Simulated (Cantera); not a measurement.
## Low-pressure radical oxidation in H2/O2

An isothermal, constant-pressure homogeneous reactor starts with H2 : O2 = 0.31 : 1 (molar parts), at 923 K and 0.00859 atm.

Computed with Cantera and the H2/O2 subset of GRI-Mech 3.0, which has no nitrogen chemistry. Radical loss at walls, strong at low pressure, is not modelled. Below about 950 K walls govern HO2 and H2O2 in real vessels. The temperature is held fixed by assumption; the heat of reaction is taken as removed at once.

```json
[
 {"t (s)": "3.00e-5", "x H2": "0.237", "x O2": "0.763", "x H2O": "<1e-12", "x H": "3.41e-12", "x HO2": "3.50e-12", "x OH": "<1e-12"},
 {"t (s)": "0.000155", "x H2": "0.237", "x O2": "0.763", "x H2O": "2.13e-12", "x H": "1.77e-11", "x HO2": "1.82e-11", "x OH": "1.29e-12"},
 {"t (s)": "0.000804", "x H2": "0.237", "x O2": "0.763", "x H2O": "1.51e-10", "x H": "1.80e-10", "x HO2": "9.63e-11", "x OH": "2.04e-11"},
 {"t (s)": "0.00416", "x H2": "0.237", "x O2": "0.763", "x H2O": "6.33e-7", "x H": "4.53e-7", "x HO2": "1.06e-8", "x OH": "5.41e-8"},
 {"t (s)": "0.0215", "x H2": "0.00740", "x O2": "0.714", "x H2O": "0.241", "x H": "0.0223", "x HO2": "1.51e-5", "x OH": "0.00278"},
 {"t (s)": "0.111", "x H2": "0.000171", "x O2": "0.731", "x H2O": "0.268", "x H": "2.29e-5", "x HO2": "4.15e-6", "x OH": "0.000197"},
 {"t (s)": "0.577", "x H2": "6.28e-6", "x O2": "0.732", "x H2O": "0.268", "x H": "1.94e-7", "x HO2": "3.52e-7", "x OH": "4.10e-5"},
 {"t (s)": "2.99", "x H2": "2.14e-7", "x O2": "0.732", "x H2O": "0.268", "x H": "4.38e-9", "x HO2": "3.21e-8", "x OH": "1.19e-5"},
 {"t (s)": "15.5", "x H2": "1.82e-8", "x O2": "0.732", "x H2O": "0.268", "x H": "2.09e-10", "x HO2": "4.56e-9", "x OH": "4.30e-6"},
 {"t (s)": "80.0", "x H2": "2.66e-9", "x O2": "0.732", "x H2O": "0.268", "x H": "1.37e-11", "x HO2": "8.18e-10", "x OH": "1.73e-6"}
]
```
x: mole fraction; the columns are a selection and need not sum to one.

Equilibrium at this temperature and pressure: H2 2.47e-11, O2 0.732, H2O 0.268, H <1e-12, HO2 3.13e-10, OH 1.66e-7 (gas phase only).
